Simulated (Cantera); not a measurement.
A closed system holds: 1 mol SiO2, 2 mol CH4, 12 mol N2, equilibrated at 2100 Pa.

Cantera equilibrium calculation (NASA polynomials, part measured and part estimated; ideal gas, pure solids and liquids). Candidate condensed phases: C, C6H6, C7H8, C8H18, H2O, Si, SiC, SiO2, Si2N2O, Si3N4; 151 gas species. The tables' values for SiN are old estimates; treat these amounts as uncertain. Gases not in the tables: Si2H6 and higher silanes. Kinetics and transport are ignored.

log p: log10 of the partial pressure in bar; n: condensed amount in mol.

| T (K) | log p N2 | log p H2 | log p CO | log p H | log p SiO | log p Si | log p HCN | n SiC(s) |
|---|---|---|---|---|---|---|---|---|
| 1873 | -1.85 | -2.33 | -2.76 | -4.36 | -3.23 | -5.69 | -5.00 | 0.494 |
| 1948 | -1.86 | -2.34 | -2.76 | -4.12 | -3.23 | -5.17 | -4.82 | 0.490 |
| 2023 | -1.86 | -2.34 | -2.76 | … | -3.24 | … | … | 0.480 |
| 2098 | -1.86 | -2.35 | -2.76 | -3.68 | -3.25 | -4.27 | -4.50 | 0.457 |
| 2173 | -1.86 | -2.36 | -2.75 | … | -3.28 | … | … | … |
| 2248 | -1.87 | -2.37 | -2.74 | -3.32 | -3.35 | -3.55 | -4.17 | 0.302 |
| 2323 | -1.88 | -2.39 | -2.72 | -3.16 | -3.50 | -3.28 | -3.97 | 0.116 |

Question: Complete the blanks.

Answer: 
- 2173, log p H: -3.49
- 2173, log p Si: -3.88
- 2173, log p HCN: -4.34
- 2173, n SiC(s): 0.406
- 2023, log p H: -3.89
- 2023, log p Si: -4.70
- 2023, log p HCN: -4.66
